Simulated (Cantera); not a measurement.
Charge: 1 mol Al(CH₃)₃, 15 mol H₂O, 600 mol H₂, 150 mol NH₃, at 2198 K and 15.0 Pa.

These are equilibrium values from Cantera (NASA tables, ideal gas, pure condensed phases), not measurements of a reactor. Candidate condensed phases: Al, AlN, Al₂O₃, C, C₆H₆, C₇H₈, C₈H₁₈, H₂O; 148 gas species. The feed counts by its element totals alone. The tables' values for AlOH are old estimates; treat these amounts as uncertain. Equilibrium is a limit: real reactors are often held back by kinetics, nucleation or transport.

Base state: H₂ 0.574, H 0.345, N₂ 0.0672, H₂O 0.00949, CO 0.00268, OH 0.000792, Al 0.000776, O 0.000331 (mole fractions); condensed: gas only.

Problem. What changes in the equilibrium state with this change: temperature from 2198 K to 2075 K?

Solution. 
```json
[
 {"species": "H₂", "before": "0.574", "after": "0.726"},
 {"species": "H", "before": "0.345", "after": "0.185"},
 {"species": "N₂", "before": "0.0672", "after": "0.0737"},
 {"species": "H₂O", "before": "0.00949", "after": "0.0112"},
 {"species": "Al", "before": "0.000776", "after": "0.000724"},
 {"species": "O", "before": "0.000331", "after": "5.96e-5"},
 {"species": "Al₂O", "before": "9.03e-6", "after": "4.37e-5"},
 {"species": "NO", "before": "1.22e-5", "after": "3.90e-6"},
 {"species": "OH", "before": "0.000792", "after": "0.000325"},
 {"species": "AlOH", "before": "4.24e-5", "after": "9.80e-5"},
 {"species": "Al₂O₃(s), mol", "before": "0", "after": "0.00762"}
]
```
